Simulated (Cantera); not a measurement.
Cantera run:

```python
import numpy as np
import cantera as ct

gas_names = """
    B BF BF2 BF3 BH BHF2 BH2 BH3 BO BOF BOF2 BO2 B2 B2O B2O2 B2O3 B3O3F3 B3O3H3 F FO FO2 F2 F2O H HBO
    HBO2 HF HOF HO2 H2 H2F2 H2O H2O2 H3B3O6 H3F3 H4F4 H5F5 H6F6 H7F7 O OH O2 O3
""".split()
cond_names = """
    B(b) B(L) B2O3(L) B3O3H3(cr) H2O(s) H2O(L)
""".split()


# ... load() reads the species with a 1 bar reference pressure and builds the phases ...
atoms = {
    'BF3': {'B': 1, 'F': 3},
    'H2': {'H': 2},
    'H2O': {'H': 2, 'O': 1},
}
top_T = {}  # K; cautious upper limits of use, not melting points


# ... equilibrate(T, P, feed) seeds the gas with the atoms and calls Mixture.equilibrate('TP', solver="vcs", rtol=1e-11, max_steps=5000) ...
results = []
feed = {'BF3': 1, 'H2': 36, 'H2O': 0.54}  # mol
T = 948  # K
for P in [10, 63, 400, 2500, 16000, 100000]:
    mix = equilibrate(T, P, feed)
    results.append((T, P, feed, dict(zip(mix.species_names, mix.species_moles))))

top = {s: max(r[3][s] / sum(r[3][g] for g in gas_names) for r in results) for s in gas_names}
cols = sorted((s for s in top if top[s] > 1e-05), key=lambda s: -top[s])[:9]
seen = [c for c in cond_names if any(r[3].get(c, 0) > 1e-12 for r in results)]
print("log10 of partial pressures in bar; condensed amounts in mol")
print(f"{'P/Pa':>10s}" + "".join(f"{s[:9]:>10s}" for s in cols + seen))
for T, P, feed, n in results:
    ng = sum(n[g] for g in gas_names)
    print(f"{P:10.4g}" + "".join(f"{np.log10(max(n[s] / ng * P / 1e5, 1e-99)):10.3f}" for s in cols)
          + "".join(f"{n.get(c, 0):10.4g}" for c in seen))
```

It prints:

```
log10 of partial pressures in bar; condensed amounts in mol
      P/Pa        H2        HF       BF3       H2O    B3O3F3       BOF      HBO2    H3B3O6   B2O3(L)
        10    -4.020    -5.635    -5.780    -6.568    -6.792    -6.782    -8.366   -11.287   0.06314
        63    -3.221    -4.881    -4.953    -5.611    -5.965    -6.506    -7.887    -9.853   0.05959
       400    -2.417    -4.139    -4.127    -4.677    -5.140    -6.231    -7.420    -8.451   0.04358
      2500    -1.621    -3.417    -3.311    -3.777    -4.323    -5.959    -6.970    -7.101   0.02372
   1.6e+04    -0.815    -2.698    -2.486    -2.889    -3.498    -5.684    -6.526    -5.769  0.003096
     1e+05    -0.019    -1.985    -1.669    -2.039    -2.773    -5.442    -6.147    -4.631         0
```

These are equilibrium values from Cantera (NASA tables, ideal gas, pure condensed phases), not measurements of a reactor. Gases not in the tables: H3BO3.
